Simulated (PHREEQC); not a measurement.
Dissolve 0.021 mol CuSO4, 0.00023 mol HCl and 0.00021 mol FeCl3 per kg of water at 25 °C. Closed to the air; pH follows from the charge balance.

Computed with PHREEQC (ion-association model, phreeqc.dat).

```csv
quantity,before,after
pH,3.67,3.89
ionic strength (mol/kgw),0.0540,0.0538
Cu+2 (mol/kgw),0.0134,0.0134
SO4-2 (mol/kgw),0.0132,0.0132
CuSO4 (mol/kgw),0.00759,0.00762
HSO4- (mol/kgw),0.000152,9.25e-5
```

Question: What was changed between the two runs?
A) FeCl3 from 0.00021 to 0.000231 mol/kgw
B) diluted 5-fold with water
C) HCl left out
D) diluted 2-fold with water
E) temperature from 25 to 5 °C

Answer: C, HCl left out

Precipitation was switched off in this run. Some of these states are supersaturated (in Fe(OH)3(a), Hematite (slow to form), for instance).
